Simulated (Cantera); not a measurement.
A closed system holds: 1 mol Si2H6, 1.3 mol N2O, 89 mol N2, held at 750 K and 0.100 bar.

Cantera equilibrium calculation (NASA polynomials, part measured and part estimated; ideal gas, pure solids and liquids). Candidate condensed phases: H2O, Si, SiO2, Si2N2O, Si3N4; 35 gas species. The feed counts by its element totals alone. The numbers say what is thermodynamically allowed, not how fast it happens.

Base state: N2 0.968, H2 0.0325 (mole fractions); condensed: SiO2(α-quartz) + Si2N2O(s).

Problem. What changes in the equilibrium state with this change: temperature from 750 K to 1800 K?

Solution. 
```
species              before     after
-------------------  ------  --------
N2                    0.968     0.961
H2                   0.0325    0.0321
SiO                   <1e-9   0.00644
H                     <1e-9  0.000203
SiO2(α-quartz), mol   0.200         0
Si2N2O(s), mol        0.900     0.700
```

Problem. What changes in the equilibrium state with this change: temperature from 750 K to 2123.15 K?

Solution. 
```tsv
species	before	after
N2	0.968	0.952
H2	0.0325	0.0306
SiO	<1e-9	0.0137
H	<1e-9	0.00199
Si	<1e-9	0.00170
Si2N	<1e-9	0.000122
SiN	<1e-9	0.000104
SiH	<1e-9	4.87e-5
Si2	<1e-9	2.33e-5
SiO2(α-quartz), mol	0.200	0
Si2N2O(s), mol	0.900	0
Si(l), mol	0	0.494
```
The tables' values for SiN are old estimates; treat these amounts as uncertain.
